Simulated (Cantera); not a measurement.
An adiabatic, constant-volume homogeneous reactor starts with CO : H2 : CH4 : O2 : N2 : H2O = 1 : 0.034 : 0.067 : 0.271 : 1.02 : 0.12 (molar parts), equivalence ratio 2.4, at 950 K and 3750 Torr. Integrator tolerance rtol = 1e-08.

Cantera simulation using GRI-Mech 3.0 (53 species, 325 reactions); the numbers are that mechanism's predictions, not measurements. Below about 1000 K GRI-Mech 3.0 lacks low-temperature oxidation paths.

Question: What does this change do: pressure from 3750 Torr to 8250 Torr?

Answer: 
```csv
quantity,before,after
time of steepest temperature rise,14.8 ms,14.4 ms
temperature at 1.00 s,2636 K,2647 K
equilibrium temperature,2636 K,2647 K
x(CO) at 1.00 s,0.293 (gas-phase equilibrium 0.293),0.293 (gas-phase equilibrium 0.293)
x(H2) at 1.00 s,0.0267 (gas-phase equilibrium 0.0267),0.0267 (gas-phase equilibrium 0.0267)
x(CH4) at 1.00 s,2.01e-11 (gas-phase equilibrium 2.21e-11),9.47e-11 (gas-phase equilibrium 1.03e-10)
x(N2O) at 1.00 s,7.41e-8 (gas-phase equilibrium 7.41e-8),7.95e-8 (gas-phase equilibrium 7.95e-8)
x(OH) at 1.00 s,0.00167 (gas-phase equilibrium 0.00167),0.00120 (gas-phase equilibrium 0.00120)
```

Question: What does this change do: pressure from 3750 Torr to 760 Torr?

Answer: 
| quantity | before | after |
|---|---|---|
| time of steepest temperature rise | 14.8 ms | 16.3 ms |
| temperature at 1.00 s | 2636 K | 2601 K |
| equilibrium temperature | 2636 K | 2601 K |
| x(CO) at 1.00 s | 0.293 (gas-phase equilibrium 0.293) | 0.293 (gas-phase equilibrium 0.293) |
| x(H2) at 1.00 s | 0.0267 (gas-phase equilibrium 0.0267) | 0.0267 (gas-phase equilibrium 0.0267) |
| x(CH4) at 1.00 s | 2.01e-11 (gas-phase equilibrium 2.21e-11) | <1e-12 (gas-phase equilibrium 1.04e-12) |
| x(N2O) at 1.00 s | 7.41e-8 (gas-phase equilibrium 7.41e-8) | 5.85e-8 (gas-phase equilibrium 5.85e-8) |
| x(OH) at 1.00 s | 0.00167 (gas-phase equilibrium 0.00167) | 0.00306 (gas-phase equilibrium 0.00306) |

Question: What does this change do: H2 0.034 to 0.017 parts?

Answer: 
| quantity | before | after |
|---|---|---|
| time of steepest temperature rise | 14.8 ms | 22.4 ms |
| temperature at 1.00 s | 2636 K | 2647 K |
| equilibrium temperature | 2636 K | 2647 K |
| x(CO) at 1.00 s | 0.293 (gas-phase equilibrium 0.293) | 0.291 (gas-phase equilibrium 0.291) |
| x(H2) at 1.00 s | 0.0267 (gas-phase equilibrium 0.0267) | 0.0243 (gas-phase equilibrium 0.0243) |
| x(CH4) at 1.00 s | 2.01e-11 (gas-phase equilibrium 2.21e-11) | 1.53e-11 (gas-phase equilibrium 1.69e-11) |
| x(N2O) at 1.00 s | 7.41e-8 (gas-phase equilibrium 7.41e-8) | 8.33e-8 (gas-phase equilibrium 8.33e-8) |
| x(OH) at 1.00 s | 0.00167 (gas-phase equilibrium 0.00167) | 0.00176 (gas-phase equilibrium 0.00176) |
